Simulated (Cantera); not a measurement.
Cantera run:

```python
import numpy as np
import cantera as ct

gas_names = """
    B BH BH2 BH3 BN BO BO2 B2 B2O B2O2 B2O3 B3O3H3 H HBO HBO2 HNO HNO2 HNO3 HO2 H2 H2O H2O2 H3B3O6 N NH
    NH2 NH3 NH2OH NO NO2 NO3 N2 N2H2 N2H4 N2O O OH O2 O3
""".split()
cond_names = """
    B(b) B(L) BN(s) B2O3(L) B3O3H3(cr) H2O(s) H2O(L)
""".split()


def load(file, names, dense=False):
    # The tables refer to 1 bar. Condensed volumes are neglected.
    table = {s.name: s for s in ct.Species.list_from_file(file)}
    out = []
    for n in names:
        d = dict(table[n].input_data)
        d["thermo"] = dict(d["thermo"], **{"reference-pressure": 1e5})
        if dense:
            d["equation-of-state"] = {"model": "constant-volume", "density": "1e6 g/cm^3"}
        out.append(ct.Species.from_dict(d))
    return out


gas = ct.Solution(thermo="ideal-gas", species=load("nasa_gas.yaml", gas_names))
cond = {s.name: ct.Solution(thermo="fixed-stoichiometry", species=[s], name=s.name)
        for s in load("nasa_condensed.yaml", cond_names, dense=True)}
atoms = {
    'B2O3': {'B': 2, 'O': 3},
    'N2': {'N': 2},
    'H2': {'H': 2},
}
top_T = {'BN(s)': 3200}  # K; cautious upper limits of use, not melting points


def equilibrate(T, P, feed):
    n = {}
    for name, mol in feed.items():
        for a, k in atoms[name].items():
            n[a] = n.get(a, 0.0) + k * mol
    gas.TPX = T, P, n
    mass = sum(n.values()) * gas.mean_molecular_weight
    gas.equilibrate("TP")
    valid = [c for c in cond.values() if c.min_temp <= T <= top_T.get(c.name, c.max_temp)]
    mix = ct.Mixture([(gas, mass / gas.mean_molecular_weight)] + [(c, 0.0) for c in valid])
    mix.T, mix.P = T, P
    mix.equilibrate("TP", solver="vcs", rtol=1e-11, max_steps=5000)
    return mix


results = []
feed = {'B2O3': 1, 'N2': 21, 'H2': 3.1}  # mol
P = 5600  # Pa
for T in [900, 1050, 1200, 1350, 1500, 1650, 1800, 1950, 2100, 2250, 2400]:
    mix = equilibrate(T, P, feed)
    results.append((T, P, feed, dict(zip(mix.species_names, mix.species_moles))))

top = {s: max(r[3][s] / sum(r[3][g] for g in gas_names) for r in results) for s in gas_names}
cols = sorted((s for s in top if top[s] > 1e-05), key=lambda s: -top[s])[:9]
seen = [c for c in cond_names if any(r[3].get(c, 0) > 1e-12 for r in results)]
print("log10 of partial pressures in bar; condensed amounts in mol")
print(f"{'T/K':>10s}" + "".join(f"{s[:9]:>10s}" for s in cols + seen))
for T, P, feed, n in results:
    ng = sum(n[g] for g in gas_names)
    print(f"{T:10.4g}" + "".join(f"{np.log10(max(n[s] / ng * P / 1e5, 1e-99)):10.3f}" for s in cols)
          + "".join(f"{n.get(c, 0):10.4g}" for c in seen))
```

Output:

```
log10 of partial pressures in bar; condensed amounts in mol
       T/K        N2        H2      B2O3         H      HBO2        BO       HBO       H2O      B2O2     BN(s)   B2O3(L)
       900    -1.312    -2.144   -13.795   -11.004    -7.889   -18.314   -11.432    -4.581   -18.644  0.007529    0.9962
      1050    -1.312    -2.144   -10.487    -9.163    -6.451   -14.226    -8.997    -4.603   -14.210  0.007211    0.9963
      1200    -1.312    -2.144    -8.036    -7.777    -5.396   -11.177    -7.185    -4.631   -10.909  0.007276    0.9955
      1350    -1.312    -2.145    -6.153    -6.695    -4.592    -8.819    -5.788    -4.662    -8.362  0.009692     0.989
      1500    -1.312    -2.148    -4.664    -5.829    -3.962    -6.943    -4.679    -4.694    -6.338   0.01831    0.9533
      1650    -1.317    -2.164    -3.459    -5.124    -3.464    -5.416    -3.785    -4.739    -4.693   0.02487    0.7161
      1800    -1.330    -2.202    -2.825    -4.547    -3.149    -4.429    -3.335    -4.607    -3.888         0         0
      1950    -1.330    -2.211    -2.859    -4.046    -3.099    -3.940    -3.287    -4.355    -3.895         0         0
      2100    -1.331    -2.224    -2.903    -3.618    -3.052    -3.544    -3.271    -4.116    -3.946         0         0
      2250    -1.334    -2.245    -2.967    -3.252    -3.010    -3.235    -3.296    -3.880    -4.055         0         0
      2400    -1.338    -2.280    -3.062    -2.939    -2.984    -3.002    -3.361    -3.657    -4.222         0         0
```

Equilibrium computed with Cantera from the NASA thermochemical tables; the gas is ideal and each condensed phase is pure. N2 is the only nitrogen source here; it is nearly inert below about 1500 K, so the nitride shown seldom forms there in practice. Mutual solubility and eutectic melting of coexisting phases are not modelled.
